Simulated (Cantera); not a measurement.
# Ignition delay

Mixture: CH4 : O2 : N2 : H2O = 1 : 3.1 : 13.5 : 0.49 (molar parts), at 290000 Pa, adiabatic and at constant volume. Ignition delay is the time to a rise of 400 K.

Model: GRI-Mech 3.0 (53 species, 325 reactions), integrated in Cantera.

```json
[
 {"T0 (K)": "1148", "delay (ms)": "32.1"},
 {"T0 (K)": "1248", "delay (ms)": "8.50"},
 {"T0 (K)": "1348", "delay (ms)": "2.54"},
 {"T0 (K)": "1448", "delay (ms)": "0.844"},
 {"T0 (K)": "1548", "delay (ms)": "0.313"},
 {"T0 (K)": "1648", "delay (ms)": "0.131"},
 {"T0 (K)": "1748", "delay (ms)": "0.0618"}
]
```

| Item | Result |
|---|---|
| apparent activation energy between 1548 and 1748 K | 180 kJ/mol |
